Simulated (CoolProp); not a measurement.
Vapour-liquid equilibrium of benzene (1) + octamethylcyclotetrasiloxane (D4) (2) at 178.25 °C; x and y are mole fractions of (1).

Computed with CoolProp (multi-fluid Helmholtz-energy mixture model, Thol 2012 and Thol 2015; pair parameters Bell 2016).

### Question
Give the bubble pressure and the first vapour's composition at x = 0.15, 0.85, 0.95. Is there an azeotrope?

### Answer
x = 0.15: 202.9 kPa, y = 0.522; x = 0.85: 826.1 kPa, y = 0.975; x = 0.95: 939.9 kPa, y = 0.993. No azeotrope shows between x = 0.05 and 0.95.

The pair parameters rest on a limited set of measurements; away from them the model extrapolates.
